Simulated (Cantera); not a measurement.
A closed system holds: 1 mol SiC, 0.014 mol CO₂, 19 mol H₂, held at 1773.15 K and 0.0133 bar.

These are equilibrium values from Cantera (NASA tables, ideal gas, pure condensed phases), not measurements of a reactor. Candidate condensed phases: C, C₆H₆, C₇H₈, C₈H₁₈, H₂O, Si, SiC, SiO₂; 123 gas species. The numbers say what is thermodynamically allowed, not how fast it happens.

Q: What is the equilibrium state?

A: 
```json
{
 "x(H₂)": "0.996",
 "x(H)": "0.00246",
 "x(CO)": "0.00112",
 "x(SiO)": "0.000353",
 "x(Si)": "2.67e-5",
 "x(SiH₂)": "4.10e-6",
 "x(SiH)": "3.80e-6",
 "x(C₂H₂ (acetylene))": "2.27e-6",
 "x(CH₄)": "1.42e-6",
 "n(SiC(s))": "0.993 mol",
 "gas_amount": "19.05 mol",
 "log10 activity of Si(l) (absent)": "-0.78",
 "log10 activity of C(graphite) (absent)": "-0.89"
}
```
